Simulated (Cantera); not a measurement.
An adiabatic, constant-volume homogeneous reactor starts with CH₄ : H₂ : O₂ : N₂ : H₂O = 1 : 0.14 : 6.27 : 38.9 : 1.9 (molar parts), at 1725 K and 1.00 bar. Integrator tolerance rtol = 1e-08.

Computed with Cantera and GRI-Mech 3.0 (53 species, 325 reactions).

Problem. What does this change do: O2 6.27 to 3.2 parts?

Solution. 
| quantity | before | after |
|---|---|---|
| time of steepest temperature rise | 0.161 ms | 0.273 ms |
| temperature at 1.00 s | 2250 K | 2292 K |
| equilibrium temperature | 2250 K | 2292 K |
| x(CH₄) at 1.00 s | <1e-12 (gas-phase equilibrium <1e-12) | <1e-12 (gas-phase equilibrium <1e-12) |
| x(H₂) at 1.00 s | 0.000387 (gas-phase equilibrium 0.000387) | 0.000998 (gas-phase equilibrium 0.000998) |
| x(O₂) at 1.00 s | 0.0816 (gas-phase equilibrium 0.0816) | 0.0224 (gas-phase equilibrium 0.0224) |
| x(C₂H) at 1.00 s | <1e-12 (gas-phase equilibrium <1e-12) | <1e-12 (gas-phase equilibrium <1e-12) |
| x(HCN) at 1.00 s | <1e-12 (gas-phase equilibrium <1e-12) | 1.27e-12 (gas-phase equilibrium 1.27e-12) |

Problem. What does this change do: constant pressure in place of constant volume?

Solution. 
```csv
quantity,before,after
time of steepest temperature rise,0.161 ms,0.164 ms
temperature at 1.00 s,2250 K,2151 K
equilibrium temperature,2250 K,2150 K
x(CH₄) at 1.00 s,<1e-12 (gas-phase equilibrium <1e-12),<1e-12 (gas-phase equilibrium <1e-12)
x(H₂) at 1.00 s,0.000387 (gas-phase equilibrium 0.000387),0.000239 (gas-phase equilibrium 0.000238)
x(O₂) at 1.00 s,0.0816 (gas-phase equilibrium 0.0816),0.0831 (gas-phase equilibrium 0.0828)
x(C₂H) at 1.00 s,<1e-12 (gas-phase equilibrium <1e-12),<1e-12 (gas-phase equilibrium <1e-12)
x(HCN) at 1.00 s,<1e-12 (gas-phase equilibrium <1e-12),<1e-12 (gas-phase equilibrium <1e-12)
```
